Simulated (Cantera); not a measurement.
## CO2 + O2 + N2 (abatement and gas-phase synthesis)

A closed system holds: 1 mol CO2, 0.019 mol O2, a varied amount of N2, at 3100 K and 13.3 mbar.

These are equilibrium values from Cantera (NASA tables, ideal gas, pure condensed phases), not measurements of a reactor. Candidate condensed phases: C; 24 gas species. The numbers say what is thermodynamically allowed, not how fast it happens.

```csv
n(N2) (mol),x N2,x CO,x O,x O2,x NO
2.9,0.597,0.202,0.167,0.0150,0.0125
3.7,0.653,0.173,0.146,0.0114,0.0114
4.4,0.690,0.154,0.131,0.00925,0.0105
5.2,0.724,0.137,0.118,0.00746,0.00970
5.9,0.748,0.125,0.108,0.00629,0.00906
6.6,0.769,0.115,0.100,0.00538,0.00849
7.4,0.788,0.105,0.0923,0.00456,0.00791
8.1,0.802,0.0980,0.0864,0.00399,0.00747
8.9,0.817,0.0909,0.0804,0.00346,0.00702
9.6,0.828,0.0854,0.0759,0.00308,0.00667
10,0.833,0.0826,0.0735,0.00289,0.00648
11,0.846,0.0763,0.0682,0.00249,0.00605
12,0.857,0.0708,0.0636,0.00216,0.00568
```
x: gas mole fraction; nothing condenses.

From 2.9 mol N2 to 12 mol N2 nothing is condensed. The main C-bearing gas is CO throughout.
